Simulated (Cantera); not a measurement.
# TiO₂ + C + H₂ (carbothermic reduction)

A closed system holds: 1 mol TiO₂, 0.85 mol C, 1.7 mol H₂, at 1.00 bar.

These are equilibrium values from Cantera (NASA tables, ideal gas, pure condensed phases), not measurements of a reactor. Candidate condensed phases: C, C₆H₆, C₇H₈, C₈H₁₈, H₂O, Ti, TiC, TiO, TiO₂, Ti₂O₃, Ti₃O₅, Ti₄O₇; 113 gas species. Mutual solubility and eutectic melting of coexisting phases are not modelled. TiC: taken at fixed stoichiometry. Rates play no part.

```tsv
T (K)	log p H₂	log p CO	log p CH₄	log p H₂O	log p H	n C(graphite)	n Ti₃O₅(s)	n TiC(s)	n Ti₂O₃(s)
1450	-0.08	-0.79	-2.64	-3.47	-5.06	0.513	0.333	0	0
1500	-0.13	-0.59	-2.85	-3.49	-4.82	0.115	0.283	0.150	0
1550	-0.14	-0.56	-3.13	-3.46	-4.57	0	0.269	0.193	0
1600	-0.15	-0.53	-3.40	-3.44	-4.34	0	0	0.140	0.430
1650	-0.15	-0.53	-3.64	-3.42	-4.12	0	0	0.140	0.430
1700	-0.15	-0.53	-3.86	-3.40	-3.91	0	0	0.140	0.430
1750	-0.15	-0.53	-4.07	-3.39	-3.71	0	0	0.140	0.430
1800	-0.15	-0.53	-4.27	-3.37	-3.52	0	0	0.140	0.430
```
log p: log10 of the partial pressure in bar; n: condensed amount in mol.

At 1450 K the condensed part is C(graphite) + Ti₃O₅(s). At 1500 K the condensed part is C(graphite) + TiC(s) + Ti₃O₅(s). At 1550 K the condensed part is TiC(s) + Ti₃O₅(s). From 1600 K to 1800 K the condensed part is TiC(s) + Ti₂O₃(s).
